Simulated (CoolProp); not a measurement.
Vapour-liquid equilibrium of isobutane (1) + n-butane (2) at 193.1 K; x and y are mole fractions of (1).

Values from CoolProp's multi-fluid Helmholtz-energy mixture model, Bücker 2006 and Bücker 2006; pair parameters Kunz 2012.

```
x     bubble pressure, mixture model (MPa)  bubble pressure, Raoult's law (MPa)  y, mixture model  y, Raoult's law
----  ------------------------------------  -----------------------------------  ----------------  ---------------
0.05                              0.001169                             0.001167             0.099            0.097
0.15                              0.001288                             0.001282             0.267            0.265
0.25                              0.001405                             0.001397             0.407            0.405
0.35                                     …                             0.001512                 …            0.523
0.45                              0.001635                             0.001628             0.625            0.625
0.55                              0.001750                             0.001743                 …            0.714
0.65                              0.001863                             0.001858             0.790            0.791
0.75                              0.001977                             0.001973             0.858            0.860
0.85                              0.002091                             0.002089                 …            0.920
0.95                              0.002205                             0.002204             0.974            0.975
```

Problem. What belongs in the gaps?

Solution. 
- 0.35, bubble pressure, mixture model (MPa): 0.001520
- 0.35, y, mixture model: 0.524
- 0.55, y, mixture model: 0.712
- 0.85, y, mixture model: 0.919

The largest gap from Raoult's law is +0.6 % in bubble pressure, at x = 0.25. No azeotrope shows between x = 0.05 and 0.95.

The pair parameters rest on a limited set of measurements; away from them the model extrapolates.
